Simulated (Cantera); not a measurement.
Input: 1 mol MgO, 8.7 mol HCl, 0.075 mol O2, equilibrated at 93.0 Pa.

Equilibrium computed with Cantera from the NASA thermochemical tables; the gas is ideal and each condensed phase is pure. Candidate condensed phases: H2O, Mg, MgCl2, MgO, Mg(OH)2; 22 gas species. Kinetics and transport are ignored.

Problem. At 1477 °C, list the 4 most abundant gas species with their mole fractions, and the condensed phases.

Solution. HCl 0.709, H2O 0.125, MgCl2 0.109, Cl 0.0476. Condensed: MgO(s).
